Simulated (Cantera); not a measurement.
An isothermal, constant-pressure homogeneous reactor starts with 23.8 % CH4, 76.1 % N2, 0.174 % H2O, at 1625 K and 0.293 Torr.

Computed with Cantera and GRI-Mech 3.0 (53 species, 325 reactions). GRI-Mech 3.0 stops at C3 and has no aromatics, soot or wall deposition, so with more carbon than oxygen in the feed, carbon stays in small species such as C2H2 where larger ones or solid carbon would form. Radical loss at walls, strong at low pressure, is not modelled.

x: mole fraction; the columns are a selection and need not sum to one.

| t (s) | x CH4 | x CH2 | x HCN | x H | x C2H2 | x C2H6 |
|---|---|---|---|---|---|---|
| 0.000400 | 0.238 | <1e-12 | <1e-12 | 1.14e-7 | <1e-12 | <1e-12 |
| 0.000913 | 0.238 | <1e-12 | <1e-12 | 1.61e-7 | <1e-12 | <1e-12 |
| 0.00208 | 0.238 | <1e-12 | <1e-12 | 1.79e-7 | <1e-12 | <1e-12 |
| 0.00476 | 0.238 | 5.11e-12 | <1e-12 | 1.80e-7 | <1e-12 | <1e-12 |
| 0.0109 | 0.238 | 2.36e-11 | <1e-12 | 1.80e-7 | <1e-12 | 9.21e-12 |
| 0.0248 | 0.238 | 1.11e-10 | <1e-12 | 1.80e-7 | 9.54e-12 | 1.14e-10 |
| 0.0566 | 0.238 | 5.41e-10 | <1e-12 | 1.83e-7 | 2.98e-10 | 1.24e-9 |
| 0.129 | 0.238 | 2.71e-9 | <1e-12 | 1.97e-7 | 8.69e-9 | 1.14e-8 |
| 0.295 | 0.237 | 1.36e-8 | <1e-12 | 2.74e-7 | 2.48e-7 | 8.62e-8 |
| 0.673 | 0.237 | 6.70e-8 | 3.44e-12 | 7.01e-7 | 7.18e-6 | 5.39e-7 |
| 1.54 | 0.233 | 3.08e-7 | 8.69e-11 | 3.60e-6 | 0.000216 | 2.98e-6 |
| 3.50 | ? | ? | ? | ? | ? | 1.29e-5 |
| 8.00 | 0.112 | 1.29e-6 | 1.23e-7 | 0.000142 | 0.0458 | 1.31e-5 |

Task: Some entries are withheld; supply them.

Result: 
- 3.50, x CH4: 0.202
- 3.50, x CH2: 1.05e-6
- 3.50, x HCN: 5.22e-9
- 3.50, x H: 3.05e-5
- 3.50, x C2H2: 0.00598
